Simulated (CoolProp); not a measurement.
Vapour-liquid equilibrium of diethyl ether (1) + methanol (2) at 1.05 MPa; x and y are mole fractions of (1).

Computed with CoolProp (multi-fluid Helmholtz-energy mixture model, Thol 2014 and de Reuck 1993; pair parameters Bell 2016).

Task: Give the bubble temperature and the first vapour's composition at x = 0.15, 0.45, 0.65. Is there an azeotrope?

Result: x = 0.15: 403.2 K, y = 0.278; x = 0.45: 394.9 K, y = 0.553; x = 0.65: 392.9 K, y = 0.681. y crosses x between x = 0.75 and 0.85: the model has an azeotrope there.

The pair parameters rest on a limited set of measurements; away from them the model extrapolates.
